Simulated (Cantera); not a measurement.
A closed system holds: 1 mol CH₃OH, 1.1 mol CO₂, 6.2 mol H₂, 0.93 mol O₂, at 1927 °C and 75.0 Torr.

These are equilibrium values from Cantera (NASA tables, ideal gas, pure condensed phases), not measurements of a reactor. Candidate condensed phases: C, C₆H₆, C₇H₈, C₈H₁₈, H₂O; 110 gas species. The numbers say what is thermodynamically allowed, not how fast it happens.

Base state: H₂ 0.517, H₂O 0.266, CO 0.184, CO₂ 0.0180, H 0.0128, OH 0.000921, O 1.59e-5 (mole fractions); condensed: gas only.

Task: What changes in the equilibrium state with this change: temperature from 1927 °C to 2027 °C?

Result: 
| species | before | after |
|---|---|---|
| H₂ | 0.517 | 0.510 |
| H₂O | 0.266 | 0.265 |
| CO | 0.184 | 0.184 |
| H | 0.0128 | 0.0219 |
| CO₂ | 0.0180 | 0.0171 |
| O | 1.59e-5 | 5.35e-5 |
| O₂ | 3.45e-6 | 1.16e-5 |
| OH | 0.000921 | 0.00183 |
